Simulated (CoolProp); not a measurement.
Model: reference Helmholtz-energy equation of state, Gedanitz 2015, in CoolProp.

For cyclopentane, give the phase and the density (kg/m³), cp (kJ/(kg K)), speed of sound (m/s), expansivity (1/kK) at 202.15 °C and 6870 kPa.


- 202.15 °C and 6870 kPa: liquid; density 536, cp 2.84, speed of sound 471, expansivity 3.21
